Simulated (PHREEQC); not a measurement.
A solution holds 0.17 mol CuCl2 and 0.22 mol H3BO3 per kg of water, at 25 °C. Closed to the air; pH follows from the charge balance.

The numbers come from PHREEQC with the ion-association model, phreeqc.dat.

No solid was allowed to form.

Task: What pH does the model give?

Result: pH 4.16.

Task: In which forms is Cl present?

Result: Cl- 90 %, CuCl+ 8.7 %, CuCl2 1.1 % of the Cl.
